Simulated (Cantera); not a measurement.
Feed: 1 mol MgCO3, 1.4 mol CO2, 5.2 mol H2O, held at 300 °C and 1.00 bar.

Cantera equilibrium calculation (NASA polynomials, part measured and part estimated; ideal gas, pure solids and liquids). Candidate condensed phases: C, C6H6, C7H8, C8H18, H2O, Mg, MgCO3, MgO, Mg(OH)2; 116 gas species. The numbers say what is thermodynamically allowed, not how fast it happens.

What is the equilibrium state?


| Property | Result |
|---|---|
| x(H2O) | 0.788 |
| x(CO2) | 0.212 |
| n(MgCO3(s)) | 1.00 mol |
| gas amount | 6.600 mol |
| log10 activity of C(graphite) (absent) | -23.33 |
| log10 activity of Mg(s) (absent) | -43.38 |
